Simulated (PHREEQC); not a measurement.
Synthetic water in mg/kgw, 20 °C, pH 5.97, pe 10.1:

```tsv
constituent	mg/kgw
Na	0.158
K	0.0618
Ca	0.326
Mg	0.332
Cl	0.897
S(6) as SO4	0.332
Alkalinity as HCO3	0.873
Cd	0.00225
```

Valence states are taken as typed.

All values are PHREEQC results (ion-association model, phreeqc.dat), not measurements.

This is a speciation only: nothing precipitates in the calculation.

### Question
Estimate the charge-balance error.

### Answer
charge-balance error 5.5 %.

### Question
In which forms is C present?

### Answer
CO2 72 %, HCO3- 28 % of the C.
